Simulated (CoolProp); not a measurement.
Sulfur hexafluoride along the isotherm 91.95 °C: fugacity coefficient from the reference equation and from simpler models built on Tc = 45.6 °C, pc = 3.755 MPa, ω = 0.210; each cubic takes its own stable root.

Values from CoolProp's reference Helmholtz-energy equation of state, Guder 2009.

```
p (MPa)          phase  reference  van der Waals  Soave-Redlich-Kwong
-------  -------------  ---------  -------------  -------------------
3.13               gas     0.8311         0.8260               0.8305
6.26     supercritical     0.6770         0.6528               0.6806
9.39     supercritical     0.5562         0.5332               0.5688
12.5     supercritical     0.4841         0.4735               0.5021
15.6     supercritical     0.4414         0.4423               0.4624
18.8     supercritical     0.4147         0.4264               0.4374
21.9     supercritical     0.3992         0.4210               0.4231
25       supercritical     0.3905         0.4223               0.4152
28.2     supercritical     0.3867            ___               0.4121
31.3     supercritical     0.3868         0.4400               0.4128
34.4     supercritical     0.3898            ___               0.4163
37.5     supercritical     0.3954            ___               0.4223
```

Problem. Some entries are withheld; supply them.

Solution. 
- 28.2, van der Waals: 0.4291
- 34.4, van der Waals: 0.4546
- 37.5, van der Waals: 0.4726
